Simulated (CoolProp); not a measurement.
Saturation properties of C3F8 (R218) (Tc = 71.9 °C, pc = 2.640 MPa, ω = 0.317).

The numbers come from the reference Helmholtz-energy equation of state, Lemmon 2006 in CoolProp. It is a short technical equation, of lower accuracy than the large ones.

```tsv
T (°C)	p (MPa)	liquid density (kg/m³)	liquid viscosity (µPa s)
-81.45	0.007557	1776	1020
-75.45	0.01163	1755	897
-69.55	0.01725	1734	793
-63.55	0.02507	1712	703
-57.55	0.03555	1690	627
-51.55	0.04928	(withheld)	(withheld)
-45.55	0.06695	(withheld)	506
-39.55	0.08927	(withheld)	456
-33.55	0.1170	1599	(withheld)
-27.65	0.1505	(withheld)	375
-21.65	0.1916	1550	(withheld)
```

Question: Complete the blanks.

Answer: 
- -51.55, liquid density (kg/m³): 1668
- -51.55, liquid viscosity (µPa s): 562
- -45.55, liquid density (kg/m³): 1645
- -39.55, liquid density (kg/m³): 1622
- -33.55, liquid viscosity (µPa s): 413
- -27.65, liquid density (kg/m³): 1575
- -21.65, liquid viscosity (µPa s): 341

It boils at -36.8 °C under 1 atm.

Viscosity comes from a separate model (Huber 2003), an estimate that may be off by 10 % or more.
